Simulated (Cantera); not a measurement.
A closed system holds: 1 mol Si3N4, 0.052 mol H2, at 2048 K and 0.133 bar.

Cantera equilibrium calculation (NASA polynomials, part measured and part estimated; ideal gas, pure solids and liquids). Candidate condensed phases: Si, Si3N4; 18 gas species. The tables' values for SiN are old estimates; treat these amounts as uncertain. Kinetics and transport are ignored.

Base state: N2 0.974, H2 0.0248, H 0.000966, Si 0.000567, Si2N 5.97e-5, SiN 4.75e-5, SiH 1.98e-5 (mole fractions); condensed: Si(l).

Q: What changes in the equilibrium state with this change: 0.4 mol H2O added?

A: 
```
species       before    after
----------  --------  -------
N2             0.974    0.700
H2            0.0248    0.157
SiO                0    0.140
SiH2         3.44e-6  2.18e-5
H           0.000966  0.00243
SiH          1.98e-5  4.98e-5
Si(l), mol      3.00     2.60
```
Gases not in the tables: Si2H6 and higher silanes. Further candidate phases: H2O, SiO2, Si2N2O.
